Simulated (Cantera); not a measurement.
A Cantera script and what it prints.

```python
import numpy as np
import cantera as ct

gas_names = """
    B BCL BCL2 BCL3 BN BO BOCL BO2 B2 B2O B2O2 B2O3 B3O3CL3 CL CLO CL2 N NO NO2 NO3 N2 N2O O O2 O3
""".split()
cond_names = """
    B(b) B(L) BN(s) B2O3(L)
""".split()


# ... load() reads the species with a 1 bar reference pressure and builds the phases ...
atoms = {
    'B2O3': {'B': 2, 'O': 3},
    'BCl3': {'B': 1, 'CL': 3},
    'N2': {'N': 2},
}
top_T = {'BN(s)': 3200}  # K; cautious upper limits of use, not melting points


# ... equilibrate(T, P, feed) seeds the gas with the atoms and calls Mixture.equilibrate('TP', solver="vcs", rtol=1e-11, max_steps=5000) ...
results = []
P = 133.322  # Pa
for T in [973, 1048, 1123, 1198, 1273, 1348, 1423, 1498, 1573, 1648, 1723]:
    for m in [1.2, 1.3, 1.5, 1.7, 2, 2.2, 2.5, 2.9, 3.2, 3.7, 4.2, 4.7, 5.3]:
        feed = {'B2O3': 1, 'BCl3': m, 'N2': 1.4}  # mol
        mix = equilibrate(T, P, feed)
        results.append((T, P, feed, dict(zip(mix.species_names, mix.species_moles))))

for T, P, feed, n in results:
    print(f"{T:7g} {feed['BCl3']:10.4g}  " + (" + ".join(c for c in cond_names if n.get(c, 0) > 1e-12) or "gas only"))
```

Result:

```
    973        1.2  BN(s) + B2O3(L)
    973        1.3  BN(s) + B2O3(L)
    973        1.5  BN(s) + B2O3(L)
    973        1.7  BN(s) + B2O3(L)
    973          2  BN(s) + B2O3(L)
    973        2.2  BN(s) + B2O3(L)
    973        2.5  BN(s) + B2O3(L)
    973        2.9  BN(s) + B2O3(L)
    973        3.2  BN(s) + B2O3(L)
    973        3.7  BN(s) + B2O3(L)
    973        4.2  BN(s) + B2O3(L)
    973        4.7  BN(s) + B2O3(L)
    973        5.3  BN(s) + B2O3(L)
   1048        1.2  BN(s) + B2O3(L)
   1048        1.3  BN(s) + B2O3(L)
   1048        1.5  BN(s) + B2O3(L)
   1048        1.7  BN(s) + B2O3(L)
   1048          2  BN(s) + B2O3(L)
   1048        2.2  BN(s) + B2O3(L)
   1048        2.5  BN(s) + B2O3(L)
   1048        2.9  BN(s) + B2O3(L)
   1048        3.2  BN(s) + B2O3(L)
   1048        3.7  BN(s) + B2O3(L)
   1048        4.2  BN(s) + B2O3(L)
   1048        4.7  BN(s) + B2O3(L)
   1048        5.3  BN(s) + B2O3(L)
   1123        1.2  BN(s) + B2O3(L)
   1123        1.3  BN(s) + B2O3(L)
   1123        1.5  BN(s) + B2O3(L)
   1123        1.7  BN(s) + B2O3(L)
   1123          2  BN(s) + B2O3(L)
   1123        2.2  BN(s) + B2O3(L)
   1123        2.5  BN(s) + B2O3(L)
   1123        2.9  BN(s) + B2O3(L)
   1123        3.2  BN(s) + B2O3(L)
   1123        3.7  BN(s) + B2O3(L)
   1123        4.2  BN(s) + B2O3(L)
   1123        4.7  BN(s) + B2O3(L)
   1123        5.3  BN(s)
   1198        1.2  BN(s) + B2O3(L)
   1198        1.3  BN(s) + B2O3(L)
   1198        1.5  BN(s) + B2O3(L)
   1198        1.7  BN(s) + B2O3(L)
   1198          2  BN(s) + B2O3(L)
   1198        2.2  BN(s) + B2O3(L)
   1198        2.5  BN(s) + B2O3(L)
   1198        2.9  BN(s) + B2O3(L)
   1198        3.2  BN(s) + B2O3(L)
   1198        3.7  BN(s) + B2O3(L)
   1198        4.2  BN(s) + B2O3(L)
   1198        4.7  BN(s)
   1198        5.3  BN(s)
   1273        1.2  BN(s) + B2O3(L)
   1273        1.3  BN(s) + B2O3(L)
   1273        1.5  BN(s) + B2O3(L)
   1273        1.7  BN(s) + B2O3(L)
   1273          2  BN(s) + B2O3(L)
   1273        2.2  BN(s) + B2O3(L)
   1273        2.5  BN(s) + B2O3(L)
   1273        2.9  BN(s) + B2O3(L)
   1273        3.2  BN(s) + B2O3(L)
   1273        3.7  BN(s) + B2O3(L)
   1273        4.2  BN(s) + B2O3(L)
   1273        4.7  BN(s)
   1273        5.3  BN(s)
   1348        1.2  BN(s) + B2O3(L)
   1348        1.3  BN(s) + B2O3(L)
   1348        1.5  BN(s) + B2O3(L)
   1348        1.7  BN(s) + B2O3(L)
   1348          2  BN(s) + B2O3(L)
   1348        2.2  BN(s) + B2O3(L)
   1348        2.5  BN(s) + B2O3(L)
   1348        2.9  BN(s) + B2O3(L)
   1348        3.2  BN(s) + B2O3(L)
   1348        3.7  BN(s) + B2O3(L)
   1348        4.2  BN(s)
   1348        4.7  BN(s)
   1348        5.3  BN(s)
   1423        1.2  BN(s) + B2O3(L)
   1423        1.3  BN(s) + B2O3(L)
   1423        1.5  BN(s) + B2O3(L)
   1423        1.7  BN(s) + B2O3(L)
   1423          2  BN(s) + B2O3(L)
   1423        2.2  BN(s) + B2O3(L)
   1423        2.5  BN(s) + B2O3(L)
   1423        2.9  BN(s) + B2O3(L)
   1423        3.2  BN(s) + B2O3(L)
   1423        3.7  BN(s)
   1423        4.2  BN(s)
   1423        4.7  BN(s)
   1423        5.3  BN(s)
   1498        1.2  B2O3(L)
   1498        1.3  B2O3(L)
   1498        1.5  B2O3(L)
   1498        1.7  B2O3(L)
   1498          2  B2O3(L)
   1498        2.2  B2O3(L)
   1498        2.5  B2O3(L)
   1498        2.9  gas only
   1498        3.2  gas only
   1498        3.7  gas only
   1498        4.2  gas only
   1498        4.7  gas only
   1498        5.3  gas only
   1573        1.2  B2O3(L)
   1573        1.3  B2O3(L)
   1573        1.5  gas only
   1573        1.7  gas only
   1573          2  gas only
   1573        2.2  gas only
   1573        2.5  gas only
   1573        2.9  gas only
   1573        3.2  gas only
   1573        3.7  gas only
   1573        4.2  gas only
   1573        4.7  gas only
   1573        5.3  gas only
   1648        1.2  gas only
   1648        1.3  gas only
   1648        1.5  gas only
   1648        1.7  gas only
   1648          2  gas only
   1648        2.2  gas only
   1648        2.5  gas only
   1648        2.9  gas only
   1648        3.2  gas only
   1648        3.7  gas only
   1648        4.2  gas only
   1648        4.7  gas only
   1648        5.3  gas only
   1723        1.2  gas only
   1723        1.3  gas only
   1723        1.5  gas only
   1723        1.7  gas only
   1723          2  gas only
   1723        2.2  gas only
   1723        2.5  gas only
   1723        2.9  gas only
   1723        3.2  gas only
   1723        3.7  gas only
   1723        4.2  gas only
   1723        4.7  gas only
   1723        5.3  gas only
```

Cantera equilibrium calculation (NASA polynomials, part measured and part estimated; ideal gas, pure solids and liquids). N2 is the only nitrogen source here; it is nearly inert below about 1500 K, so the nitride shown seldom forms there in practice. Mutual solubility and eutectic melting of coexisting phases are not modelled. The tables' values for BCl2 are old estimates.
